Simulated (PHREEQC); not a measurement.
Make-up at 5 °C: 0.42 mol/kgw HF and 0.3 mol/kgw (CH3)4NF. Closed to the air; pH follows from the charge balance.

Model: ion-association model, phreeqc.dat, run in PHREEQC.

Each row changes one thing in this solution. This is a speciation only: nothing precipitates in the calculation.

```csv
case,pH,ionic strength (mol/kgw),HF (mol/kgw),F- (mol/kgw),HF2- (mol/kgw)
as made,2.60,0.303,0.277,0.164,0.140
HF from 0.42 to 0.462 mol/kgw,2.53,0.304,0.310,0.156,0.148
temperature from 5 to 50 °C,2.91,0.302,0.260,0.143,0.159
HF from 0.42 to 0.042 mol/kgw,3.93,0.300,0.0225,0.281,0.0194
(CH3)4NF left out,1.55,0.0320,0.371,0.0149,0.0172
```

Complexes and solids missing from the database can't appear. (CH3)4N+ isn't in the database: it is added as a free cation with an ion size of 4 Å. At this temperature some constants are extrapolated from 25 °C, and those without enthalpy data are left unchanged.
